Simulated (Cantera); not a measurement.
Charge: 1 mol SiH4, 29 mol N2, held at 0.000260 bar.

Cantera equilibrium calculation (NASA polynomials, part measured and part estimated; ideal gas, pure solids and liquids). Candidate condensed phases: Si, Si3N4; 18 gas species. N2 is the only nitrogen source here; it is nearly inert below about 1500 K, so the nitride shown seldom forms there in practice. The tables' values for SiN are old estimates; treat these amounts as uncertain. The numbers say what is thermodynamically allowed, not how fast it happens.

x: gas mole fraction; n: condensed amount in mol.

| T (K) | x N2 | x H2 | x H | x Si | x SiN | x Si2 | n Si3N4(s) | n Si(s) | n Si(l) |
|---|---|---|---|---|---|---|---|---|---|
| 800 | 0.934 | 0.0659 | 4.61e-11 | <1e-12 | <1e-12 | <1e-12 | 0.333 | 0 | 0 |
| 900 | 0.934 | 0.0659 | 1.86e-9 | <1e-12 | <1e-12 | <1e-12 | 0.333 | 0 | 0 |
| 1000 | 0.934 | 0.0659 | … | <1e-12 | <1e-12 | <1e-12 | 0.333 | 0 | 0 |
| 1100 | 0.934 | 0.0659 | 4.12e-7 | <1e-12 | <1e-12 | <1e-12 | 0.333 | 0 | 0 |
| 1200 | 0.934 | 0.0659 | 3.14e-6 | 1.28e-11 | 1.27e-12 | <1e-12 | 0.333 | 0 | 0 |
| 1300 | 0.934 | 0.0659 | … | … | 1.44e-10 | <1e-12 | 0.333 | 0 | 0 |
| 1400 | 0.934 | 0.0659 | 7.74e-5 | 2.61e-7 | 8.24e-9 | 1.27e-11 | 0.333 | 0 | 0 |
| 1500 | 0.934 | 0.0658 | 0.000280 | 1.36e-5 | 2.73e-7 | 5.86e-9 | 0.333 | 0 | 0 |
| 1600 | 0.935 | 0.0640 | 0.000853 | 0.000375 | 5.04e-6 | 9.35e-7 | 0 | 0.987 | 0 |
| 1700 | 0.932 | 0.0631 | 0.00230 | 0.00261 | 2.46e-5 | 1.14e-5 | 0 | 0 | 0.914 |
| 1800 | 0.921 | 0.0608 | 0.00547 | 0.0122 | 8.37e-5 | 7.38e-5 | 0 | 0 | 0.596 |
| 1900 | 0.901 | 0.0563 | 0.0117 | 0.0302 | 0.000155 | 0.000151 | 0 | 0 | 0 |
| 2000 | 0.896 | 0.0504 | 0.0227 | 0.0305 | 0.000121 | 5.77e-5 | 0 | 0 | 0 |
| 2100 | 0.888 | 0.0416 | 0.0394 | 0.0304 | 9.59e-5 | 2.35e-5 | 0 | 0 | 0 |

What belongs in the gaps?


- 1000, x H: 3.61e-8
- 1300, x H: 1.76e-5
- 1300, x Si: 2.69e-9
